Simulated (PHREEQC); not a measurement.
0.56 g of hydrous ferric oxide (600 m²/g; 0.2 weak and 0.005 strong sites per Fe, Dzombak-Morel constants, diffuse double layer) in 1 kg of water with 0.005 mol/kgw of an inert sodium salt, at 25 °C; the pH is set by adding NaOH or the inert anion's acid. Oxygen alone is held at its pressure in air (log pO2 = -0.68). No CO2 enters from the air. Precipitation was switched off in this run.

The numbers come from PHREEQC with the ion-association model, wateq4f.dat.

| pH | surface charge σ (C/m²) | surface potential ψ (mV) |
|---|---|---|
| 3 | 0.305 | 214 |
| 3.5 | 0.246 | 206 |
| 4 | 0.185 | 193 |
| 4.5 | 0.133 | 177 |
| 5 | 0.091 | 158 |
| 5.5 | 0.060 | 137 |
| 6 | 0.038 | 114 |
| 6.5 | 0.023 | 89 |
| 7 | 0.013 | 62 |
| 7.5 | 0.006 | 34 |
| 8 | 0.001 | 6 |
| 8.5 | -0.004 | -22 |
| 9 | -0.009 | -50 |
| 9.5 | -0.018 | -77 |
| 10 | -0.031 | -103 |
| 10.5 | -0.050 | -127 |
| 11 | -0.081 | -148 |

The oxide is taken as insoluble; below pH 4 it would dissolve.
